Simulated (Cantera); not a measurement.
# Premixed flame

A freely propagating, adiabatic, planar premixed flame of H2 : O2 : N2 = 1 : 0.278 : 0.722 (molar parts), equivalence ratio 1.8, unburnt at 700 K and 400000 Pa; unity-Lewis-number transport, grid criteria slope 0.08 and curve 0.16, no radiation.

Detailed kinetics in Cantera: the H2/O2 subset of GRI-Mech 3.0, which has no nitrogen chemistry. The hydrogen kinetics of GRI-Mech 3.0 are dated; newer H2 mechanisms differ, most at raised pressure. Unity Lewis numbers drop preferential diffusion, which matters most where H2 and H carry the flame. Burning velocities carry a grid error of a few per cent, more on coarse grids.

```csv
z (mm),T (K),u (m/s),x H2,x O2,x H2O,x H2O2,x H,x HO2
-0.203,700,10.4,0.500,0.139,5.19e-8,<1e-8,<1e-8,<1e-8
-0.135,700,10.4,0.500,0.139,1.39e-6,<1e-8,<1e-8,1.07e-7
-0.101,700,10.4,0.500,0.139,1.14e-5,1.84e-8,<1e-8,8.78e-7
-0.0675,701,10.4,0.500,0.139,0.000181,2.88e-7,3.69e-8,1.37e-5
-0.0338,761,11.3,0.494,0.135,0.00779,8.31e-6,0.000161,0.000405
-0.0169,1045,15.2,0.455,0.115,0.0518,1.60e-5,0.00736,0.000475
0,1512,21.3,0.337,0.0619,0.161,5.41e-6,0.0518,0.000192
0.0169,1817,25.1,0.242,0.0197,0.245,2.20e-6,0.0909,5.53e-5
0.0338,1973,26.9,0.218,0.00649,0.273,1.37e-6,0.0936,1.71e-5
0.0675,2135,28.8,0.220,0.00214,0.286,7.58e-7,0.0782,5.73e-6
0.135,2293,30.5,0.229,0.00115,0.294,4.36e-7,0.0580,3.11e-6
0.270,2430,31.9,0.238,0.000609,0.302,2.67e-7,0.0404,1.66e-6
0.540,2535,33.0,0.245,0.000285,0.309,1.61e-7,0.0269,7.54e-7
```
x: mole fraction of selected species; z is measured from the peak of heat release.

| Quantity | Result |
|---|---|
| laminar burning velocity | 1040 cm/s |
| thermal thickness | 0.0675 mm |
| peak x(H2O2) | 1.63e-5 |
| peak x(H) | 0.0952 |
| peak x(HO2) | 0.000579 |
| grid points | 124 |
